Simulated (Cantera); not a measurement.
What does this Cantera script print?

```python
import numpy as np
import cantera as ct

gas_names = [...]  # 151 gases of nasa_gas.yaml made of C, H, N, O, Si
cond_names = """
    C(gr) C6H6(L) C7H8(L) C8H18(L),n-octa H2O(s) H2O(L) Si(cr) Si(L) SiC(b) SiO2(Lqz) SiO2(hqz) SiO2(L)
    Si2N2O(s) Si3N4(a)
""".split()


# ... load() reads the species with a 1 bar reference pressure and builds the phases ...
atoms = {
    'Si3N4': {'Si': 3, 'N': 4},
    'O2': {'O': 2},
    'H2': {'H': 2},
    'CO2': {'C': 1, 'O': 2},
}
top_T = {'C(gr)': 4500, 'SiC(b)': 3050, 'Si2N2O(s)': 2100, 'Si3N4(a)': 2400}  # K; cautious upper limits of use, not melting points


# ... equilibrate(T, P, feed) seeds the gas with the atoms and calls Mixture.equilibrate('TP', solver="vcs", rtol=1e-11, max_steps=5000) ...
results = []
feed = {'Si3N4': 1, 'O2': 0.19, 'H2': 61, 'CO2': 0.06}  # mol
T = 1975  # K
P = 1333.22  # Pa
mix = equilibrate(T, P, feed)
results.append((T, P, feed, dict(zip(mix.species_names, mix.species_moles))))
x = sorted(zip(gas.X, gas.species_names), reverse=True)
print(f"T = {T:g} K  P = {P:g} Pa  gas = {mix.phase_moles(0):.4g} mol")
print("   x: " + "  ".join(f"{s} {v:.3e}" for v, s in x if v > 1e-05))
print("   condensed (mol): " + ("  ".join(f"{mix.phase(i).name} {mix.phase_moles(i):.4g}"
      for i in range(1, mix.n_phases) if mix.phase_moles(i) > 1e-12) or "none"))
```

Output:

```
T = 1975 K  P = 1333.22 Pa  gas = 64.04 mol
   x: H2 9.466e-01  N2 3.119e-02  H 1.153e-02  SiO 6.950e-03  Si 2.425e-03  CO 8.577e-04  SiH 1.961e-04  SiH2 8.703e-05  HCN 4.978e-05  Si2C 2.596e-05  Si2 2.364e-05  Si2N 1.838e-05  SiN 1.367e-05
   condensed (mol): Si(L) 2.371
```

These are equilibrium values from Cantera (NASA tables, ideal gas, pure condensed phases), not measurements of a reactor. The tables' values for SiN are old estimates; treat these amounts as uncertain. Gases not in the tables: Si2H6 and higher silanes.
